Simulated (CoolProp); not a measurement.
Properties of R134a along the isobar 0.101 MPa (Tc = 374.2 K, pc = 4.059 MPa, ω = 0.327).

Values from CoolProp's reference Helmholtz-energy equation of state, Tillner-Roth 1994.

| T (K) | phase | expansivity (1/kK) | viscosity (µPa s) |
|---|---|---|---|
| 324.2 | gas | 3.257 | 12.8 |
| 342.9 | gas | 3.048 | 13.6 |
| 361.6 | gas | 2.868 | 14.3 |
| 380.3 | gas | 2.711 | 15.0 |
| 399 | gas | 2.571 | 15.7 |
| 417.6 | gas | 2.448 | 16.4 |
| 436.3 | gas | 2.336 | 17.1 |
| 455 | gas | 2.234 | 17.8 |

Viscosity comes from a separate model (Huber 2003), an estimate that may be off by 10 % or more.
